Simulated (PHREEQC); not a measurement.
Solution (20 °C): 0.00078 mol CaSO4 and 0.0044 mol CO2 per kg of water. Closed to the air; pH follows from the charge balance.

Model: ion-association model, phreeqc.dat, run in PHREEQC.

```
quantity           before    after
---------------  --------  -------
pH                   4.38     4.42
SO4-2 (mol/kgw)  0.000722  0.00589
HSO4- (mol/kgw)   2.21e-6  1.28e-5
```

Question: Which change was made?
A. CaSO4 from 0.00078 to 0.0078 mol/kgw
B. CaSO4 replaced by Al2(SO4)3 at the same molality
C. diluted 5-fold with water
D. 0.00011 mol/kgw KCl added
E. diluted 10-fold with water

Answer: A, CaSO4 from 0.00078 to 0.0078 mol/kgw

Precipitation was switched off in this run.
